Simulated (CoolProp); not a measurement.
Saturation properties of diethyl ether.

Computed with CoolProp (reference Helmholtz-energy equation of state, Thol 2014).

```
T (K)  p (kPa)  vapour density (kg/m³)  enthalpy of vaporisation (kJ/kg)  liquid cp (kJ/(kg K))
-----  -------  ----------------------  --------------------------------  ---------------------
319.3    150.8                   4.481                             347.7                  2.412
323.3    171.5                   5.060                             344.0                  2.427
327.3    194.3                   5.696                             340.2                  2.443
331.4    220.0                   6.412                             336.3                  2.460
335.4    247.5                   7.177                             332.4                  2.477
339.4    277.5                   8.011                             328.4                  2.495
343.4    310.3                   8.920                             324.3                  2.513
347.4    345.9                   9.909                             320.2                  2.531
351.4    384.6                   10.98                             315.9                  2.550
355.5    427.4                   12.18                             311.5                  2.570
359.5    472.6                   13.44                             307.0                  2.590
363.5    521.4                   14.82                             302.5                  2.611
367.5    573.7                   16.30                             297.8                  2.633
371.5    629.9                   17.90                             293.0                  2.655
```

It boils at 307.6 K under 1 atm.
